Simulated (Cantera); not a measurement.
Cantera with NASA thermochemical tables; ideal gases at 1 bar, condensed phases pure. Values are per mole of reaction as written; species without (g) are pure solids or liquids, kept so even where they would boil at 1 bar.

Question: Between 1373 and 1748 K, where is each reaction favourable under standard conditions?
- Li2O + Cl2(g) → 2 LiCl + O(g)

Answer: 
- Li2O + Cl2(g) → 2 LiCl + O(g): ΔG° is -41 kJ at 1373 K and -78 kJ at 1748 K; it stays negative (K > 1). ΔH° is 95 kJ and ΔS° 99 J/K at 1748 K.
